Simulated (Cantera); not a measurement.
An isothermal plug-flow reactor at 773 K and 0.207 atm (inlet), inlet velocity 1.2 m/s, active area per volume 3800 1/m; feed 0.558 % CO, 5.70 % O2, 93.7 % N2.

Computed with Cantera and Deutschmann's 1995 Pt surface mechanism with GRI-Mech 3.0 gas chemistry. Catalytic surfaces can have several steady states; this one follows from the mechanism file's or the stated starting coverage. Mass transfer to the wall is taken as infinitely fast.

One state of this run: x CO = 7.87e-5; x O2 = 0.0544; x H2O = <1e-12; x CO2 = 0.00551; θ free Pt = 0.0622; θ O* = 0.938. x: gas mole fraction; θ: surface coverage.

Question: Which value of z (m) does it belong to?
A. 0.00077
B. 0.00017
C. 3.6e-05
D. 7.7e-05

Answer: A, 0.00077
